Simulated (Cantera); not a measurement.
# Stirred combustor or abatement burner

A perfectly stirred reactor is fed with 18.2 % H2, 17.2 % O2, 64.6 % N2, at 1.40 bar; it is adiabatic with a 675 K inlet, and is followed from long to short residence time, starting on the burning branch (τ in s: 0.03, 0.014, 0.0061, 0.0027, 0.0012, 0.00054, 0.00024, 0.00011, 4.8e-05, 2.2e-05, 9.6e-06, 4.3e-06).

Model: GRI-Mech 3.0 (53 species, 325 reactions), integrated in Cantera.

```
τ (s)    T (K)      x H2    x O2      x NO       x O     x OH   x H2O2    x NO2
-------  -----  --------  ------  --------  --------  -------  -------  -------
0.030     2006  0.000406  0.0878  0.000109  0.000373  0.00318  1.63e-7  1.44e-7
0.014     2001  0.000610  0.0876   7.68e-5  0.000551  0.00383  1.91e-7  1.00e-7
0.0061    1991   0.00101  0.0874   5.63e-5  0.000903  0.00483  2.43e-7  6.79e-8
0.0027    1975   0.00168  0.0871   4.22e-5   0.00150  0.00610  3.19e-7  4.43e-8
0.0012    1950   0.00277  0.0868   3.20e-5   0.00248  0.00757  4.29e-7  2.80e-8
0.00054   1912   0.00443  0.0865   2.59e-5   0.00397  0.00908  5.87e-7  1.87e-8
0.00024   1855   0.00690  0.0865   2.35e-5   0.00610   0.0104  8.39e-7  1.39e-8
0.00011   1777    0.0102  0.0872   2.25e-5   0.00864   0.0111  1.27e-6  1.13e-8
4.8e-5    1667    0.0152  0.0892   1.95e-5    0.0113   0.0108  2.23e-6  8.48e-9
2.2e-5    1536    0.0236  0.0941   1.31e-5    0.0124  0.00940  4.27e-6  5.13e-9
9.6e-6    1317    0.0574   0.113   3.40e-6   0.00809  0.00569  9.60e-6  1.24e-9
4.3e-6     675     0.182   0.172    <1e-12    <1e-12   <1e-12   <1e-12   <1e-12
```
x: mole fraction; the columns are a selection and need not sum to one.
